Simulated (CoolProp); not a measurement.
Vapour pressure (MPa) of hexamethyldisiloxane (MM): the reference equation beside estimates from Tc = 245.6 °C, pc = 1.931 MPa, ω = 0.418. Clausius-Clapeyron is anchored at 110.45 °C with a constant enthalpy of vaporisation of 30.43 kJ/mol.

The numbers come from the reference Helmholtz-energy equation of state, Thol 2016 in CoolProp.

```csv
T (°C),reference,Clausius-Clapeyron,van der Waals,Redlich-Kwong,Soave-Redlich-Kwong
110.45,0.1340,0.1340,0.5094,0.2641,0.1348
116.25,0.1565,0.1545,?,0.2967,0.1577
121.95,0.1814,0.1769,0.5877,0.3315,0.1830
127.65,0.2091,0.2018,?,0.3691,0.2115
133.35,0.2401,0.2294,0.6726,0.4095,0.2431
139.15,0.2750,0.2603,0.7186,0.4536,0.2790
144.85,0.3129,0.2938,0.7657,?,0.3180
150.55,0.3547,0.3306,0.8147,0.5498,0.3611
156.35,0.4014,0.3714,0.8665,0.6037,0.4093
162.05,0.4518,?,0.9194,0.6601,0.4612
167.75,0.5068,0.4630,0.9743,0.7200,0.5180
```

Question: Fill in the missing entries.

Answer: 
- 116.25, van der Waals: 0.5480
- 127.65, van der Waals: 0.6292
- 144.85, Redlich-Kwong: 0.5001
- 162.05, Clausius-Clapeyron: 0.4153

Absolute difference from the reference over all 11 rows, mean and median: Clausius-Clapeyron 4.9 and 5.3 %, van der Waals 171.2 and 161.3 %, Redlich-Kwong 66.8 and 64.9 %, Soave-Redlich-Kwong 1.4 and 1.5 %.
